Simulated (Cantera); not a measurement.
**Diamond growth**

A diamond (100) surface in a fixed gas of H2 with x(CH4) = 0.019, x(H) = 0.0059, x(CH3) = 0.00063, at 1150 K; coverages are run to steady state.

Model: the Harris–Goodwin 1993 mechanism for the reconstructed diamond (100) surface, integrated in Cantera.

```json
[
 {"P (Pa)": "660", "growth (µm/h)": "0.676", "θ c6HH": "0.472", "θ c6H*": "0.0328", "θ c6*H": "0.465", "θ c6**": "0.0227", "θ c6HM": "0.00421"},
 {"P (Pa)": "1200", "growth (µm/h)": "1.77", "θ c6HH": "0.470", "θ c6H*": "0.0326", "θ c6*H": "0.463", "θ c6**": "0.0226", "θ c6HM": "0.00689"},
 {"P (Pa)": "2200", "growth (µm/h)": "4.65", "θ c6HH": "0.468", "θ c6H*": "0.0324", "θ c6*H": "0.460", "θ c6**": "0.0225", "θ c6HM": "0.0106"},
 {"P (Pa)": "4000", "growth (µm/h)": "11.4", "θ c6HH": "0.465", "θ c6H*": "0.0322", "θ c6*H": "0.456", "θ c6**": "0.0223", "θ c6HM": "0.0150"},
 {"P (Pa)": "7300", "growth (µm/h)": "26.4", "θ c6HH": "0.461", "θ c6H*": "0.0320", "θ c6*H": "0.453", "θ c6**": "0.0222", "θ c6HM": "0.0195"},
 {"P (Pa)": "13000", "growth (µm/h)": "55.2", "θ c6HH": "0.459", "θ c6H*": "0.0319", "θ c6*H": "0.450", "θ c6**": "0.0220", "θ c6HM": "0.0232"},
 {"P (Pa)": "25000", "growth (µm/h)": "119", "θ c6HH": "0.457", "θ c6H*": "0.0319", "θ c6*H": "0.447", "θ c6**": "0.0220", "θ c6HM": "0.0263"},
 {"P (Pa)": "45000", "growth (µm/h)": "228", "θ c6HH": "0.455", "θ c6H*": "0.0320", "θ c6*H": "0.446", "θ c6**": "0.0219", "θ c6HM": "0.0281"}
]
```
θ: site fractions in the mechanism's names (c6HH fully hydrogenated, c6H* and c6*H radical sites, c6** diradical, c6HM methylated).
